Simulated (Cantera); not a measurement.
Cantera run:

```python
import numpy as np
import cantera as ct

gas_names = """
    C CO COS CO2 CS CS2 C2 C2O C3 C3O2 C4 C5 Fe FeC5O5 FeO O O2 O3 S SO SO2 SO3 S2 S2O S8
""".split()
cond_names = """
    C(gr) Fe(a) Fe(c) Fe(d) Fe(L) FeC5O5(L) FeO(s) FeO(L) FeS(a) FeS(b) FeS(c) FeS(L) FeSO4(s) FeS2(s)
    Fe2O3(s) Fe2S3O12(s) Fe3O4(s) S(cr1) S(cr2) S(L)
""".split()


# ... load() reads the species with a 1 bar reference pressure and builds the phases ...
atoms = {
    'FeS': {'Fe': 1, 'S': 1},
    'SO2': {'S': 1, 'O': 2},
    'CO2': {'C': 1, 'O': 2},
    'O2': {'O': 2},
}
top_T = {'C(gr)': 4500, 'FeSO4(s)': 950, 'FeS2(s)': 1010, 'Fe2O3(s)': 1830, 'Fe2S3O12(s)': 1100, 'Fe3O4(s)': 1870}  # K; cautious upper limits of use, not melting points


# ... equilibrate(T, P, feed) seeds the gas with the atoms and calls Mixture.equilibrate('TP', solver="vcs", rtol=1e-11, max_steps=5000) ...
results = []
T = 1275  # K
P = 100000  # Pa
for m in [0.087, 0.15, 0.27, 0.49, 0.86, 1.5, 2.7]:
    feed = {'FeS': 1, 'SO2': m, 'CO2': 0.22, 'O2': 0.17}  # mol
    mix = equilibrate(T, P, feed)
    results.append((T, P, feed, dict(zip(mix.species_names, mix.species_moles))))
    x = sorted(zip(gas.X, gas.species_names), reverse=True)
    print(f"T = {T:g} K  P = {P:g} Pa  n(SO2) = {m:g} mol  gas = {mix.phase_moles(0):.4g} mol")
    print("   x: " + "  ".join(f"{s} {v:.3e}" for v, s in x if v > 0.0001))
    print("   condensed (mol): " + ("  ".join(f"{mix.phase(i).name} {mix.phase_moles(i):.4g}"
          for i in range(1, mix.n_phases) if mix.phase_moles(i) > 1e-12) or "none"))
```

Result:

```
T = 1275 K  P = 100000 Pa  n(SO2) = 0.087 mol  gas = 0.413 mol
   x: CO2 5.219e-01  SO2 4.292e-01  S2 3.490e-02  CO 9.973e-03  S2O 2.791e-03  COS 7.830e-04  SO 4.369e-04
   condensed (mol): FeS(c) 0.8781  Fe3O4(s) 0.04064
T = 1275 K  P = 100000 Pa  n(SO2) = 0.15 mol  gas = 0.4768 mol
   x: SO2 4.957e-01  CO2 4.524e-01  S2 3.916e-02  CO 8.281e-03  S2O 3.270e-03  COS 6.886e-04  SO 4.833e-04
   condensed (mol): FeS(c) 0.8726  Fe3O4(s) 0.04245
T = 1275 K  P = 100000 Pa  n(SO2) = 0.27 mol  gas = 0.5983 mol
   x: SO2 5.832e-01  CO2 3.609e-01  S2 4.460e-02  CO 6.290e-03  S2O 3.911e-03  COS 5.583e-04  SO 5.416e-04
   condensed (mol): FeS(c) 0.8623  Fe3O4(s) 0.04588
T = 1275 K  P = 100000 Pa  n(SO2) = 0.49 mol  gas = 0.8211 mol
   x: SO2 6.766e-01  CO2 2.631e-01  S2 5.022e-02  S2O 4.605e-03  CO 4.387e-03  SO 6.009e-04  COS 4.132e-04
   condensed (mol): FeS(c) 0.8436  Fe3O4(s) 0.05214
T = 1275 K  P = 100000 Pa  n(SO2) = 0.86 mol  gas = 1.196 mol
   x: SO2 7.553e-01  CO2 1.808e-01  S2 5.485e-02  S2O 5.197e-03  CO 2.916e-03  SO 6.490e-04  COS 2.870e-04
   condensed (mol): FeS(c) 0.8121  Fe3O4(s) 0.06263
T = 1275 K  P = 100000 Pa  n(SO2) = 1.5 mol  gas = 1.844 mol
   x: SO2 8.160e-01  CO2 1.173e-01  S2 5.834e-02  S2O 5.658e-03  CO 1.848e-03  SO 6.851e-04  COS 1.876e-04
   condensed (mol): FeS(c) 0.7578  Fe3O4(s) 0.08073
T = 1275 K  P = 100000 Pa  n(SO2) = 2.7 mol  gas = 3.059 mol
   x: SO2 8.605e-01  CO2 7.071e-02  S2 6.087e-02  S2O 5.998e-03  CO 1.097e-03  SO 7.110e-04  COS 1.137e-04
   condensed (mol): FeS(c) 0.6561  Fe3O4(s) 0.1146
```

Method: chemical equilibrium by Gibbs-energy minimisation in Cantera with the NASA 1993 tables (ideal gas, pure condensed phases). Mutual solubility and eutectic melting of coexisting phases are not modelled. FeS: taken at fixed stoichiometry. Gases not in the tables: S3 to S7.
